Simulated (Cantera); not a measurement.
An isothermal, constant-pressure homogeneous reactor starts with 6.25 % CH₄, 93.8 % N₂, at 1975 K and 23000 Pa.

Model: GRI-Mech 3.0 (53 species, 325 reactions), integrated in Cantera. GRI-Mech 3.0 stops at C3 and has no aromatics, soot or wall deposition, so with more carbon than oxygen in the feed, carbon stays in small species such as C2H2 where larger ones or solid carbon would form.

### Question
Predict: x(CH₄) at 5.00 s; x(C₂H₄) at 5.00 s; x(HCN) at 5.00 s; x(H) at 5.00 s; x(CH₂) at 5.00 s; x(CH₃) at 5.00 s.

### Answer
| Item | Result |
|---|---|
| x(CH₄) at 5.00 s | 1.17e-5 (gas-phase equilibrium 7.99e-6) |
| x(C₂H₄) at 5.00 s | 4.55e-6 (gas-phase equilibrium 8.86e-7) |
| x(HCN) at 5.00 s | 0.000264 (gas-phase equilibrium 0.0474) |
| x(H) at 5.00 s | 0.000851 (gas-phase equilibrium 0.000851) |
| x(CH₂) at 5.00 s | 2.76e-8 (gas-phase equilibrium 1.90e-8) |
| x(CH₃) at 5.00 s | 2.23e-6 (gas-phase equilibrium 1.53e-6) |
